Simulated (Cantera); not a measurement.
A perfectly stirred reactor is fed with H2 : O2 : N2 = 0.93 : 1 : 0.62 (molar parts), equivalence ratio 0.47, at 100.0 Torr; it is held at 1000 K, and followed from long to short residence time.

Cantera simulation using the H2/O2 subset of GRI-Mech 3.0, which has no nitrogen chemistry; the numbers are that mechanism's predictions, not measurements. Radical loss at walls, strong at low pressure, is not modelled. The temperature is held fixed by assumption; the heat of reaction is taken as removed at once.

### Question
Predict: x(H2) at τ = 5.30 s; x(O2) at τ = 5.30 s; x(O) at τ = 5.30 s; x(H) at τ = 5.30 s; x(H2O2) at τ = 5.30 s; x(H2) at τ = 37.0 ms; x(O2) at τ = 37.0 ms; x(O) at τ = 37.0 ms; x(H) at τ = 37.0 ms; x(H2O2) at τ = 37.0 ms.

### Answer
x(H2) at τ = 5.30 s: 0.00121
x(O2) at τ = 5.30 s: 0.257
x(O) at τ = 5.30 s: 1.21e-5
x(H) at τ = 5.30 s: 2.22e-6
x(H2O2) at τ = 5.30 s: 5.75e-6
x(H2) at τ = 37.0 ms: 0.0140
x(O2) at τ = 37.0 ms: 0.261
x(O) at τ = 37.0 ms: 0.000398
x(H) at τ = 37.0 ms: 0.000307
x(H2O2) at τ = 37.0 ms: 6.88e-6
